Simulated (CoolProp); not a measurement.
Vapour-liquid equilibrium of carbon dioxide (1) + n-pentane (2) at 271.3 K; x and y are mole fractions of (1).

Values from CoolProp's multi-fluid Helmholtz-energy mixture model, Span 1996 and Thol 2019; pair parameters Kunz 2012.

| x | bubble pressure, mixture model (MPa) | bubble pressure, Raoult's law (MPa) | y, mixture model | y, Raoult's law |
|---|---|---|---|---|
| 0.05 | 0.2289 | 0.1872 | 0.900 | 0.886 |
| 0.125 | 0.5658 | 0.4343 | 0.959 | 0.955 |
| 0.2 | 0.9068 | 0.6815 | 0.973 | 0.974 |
| 0.275 | 1.224 | 0.9286 | 0.980 | 0.982 |
| 0.35 | 1.501 | 1.176 | 0.983 | 0.988 |
| 0.425 | 1.732 | 1.423 | 0.985 | 0.991 |
| 0.5 | 1.922 | 1.670 | 0.987 | 0.993 |
| 0.575 | 2.084 | 1.917 | 0.988 | 0.995 |
| 0.65 | 2.234 | 2.164 | 0.989 | 0.996 |
| 0.725 | 2.392 | 2.411 | 0.990 | 0.997 |
| 0.8 | 2.576 | 2.659 | 0.992 | 0.998 |
| 0.875 | 2.802 | 2.906 | 0.994 | 0.999 |
| 0.95 | 3.088 | 3.153 | 0.997 | 1.000 |

The largest gap from Raoult's law is +33.1 % in bubble pressure, at x = 0.2. No azeotrope shows between x = 0.05 and 0.95.

The pair parameters rest on a limited set of measurements; away from them the model extrapolates. The gap from Raoult's law changes sign with composition, which may be real or a fault of the pair parameters; it wasn't checked against measurements.
